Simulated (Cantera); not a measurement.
A freely propagating, adiabatic, planar premixed flame of CO : H₂ : CH₄ : O₂ : N₂ = 1 : 0.37 : 0.2 : 1.14 : 4.29 (molar parts), equivalence ratio 0.95, unburnt at 600 K and 3.80 bar; mixture-averaged transport, grid criteria slope 0.08 and curve 0.16, no radiation.

Computed with Cantera and GRI-Mech 3.0 (53 species, 325 reactions). Burning velocities carry a grid error of a few per cent, more on coarse grids.

Predict: laminar burning velocity; thermal thickness; peak x(C₂H₆); peak x(CH₂); peak x(HCN).


* **laminar burning velocity**: 166 cm/s
* **thermal thickness**: 0.101 mm
* **peak x(C₂H₆)**: 5.31e-5
* **peak x(CH₂)**: 9.21e-6
* **peak x(HCN)**: 1.85e-7
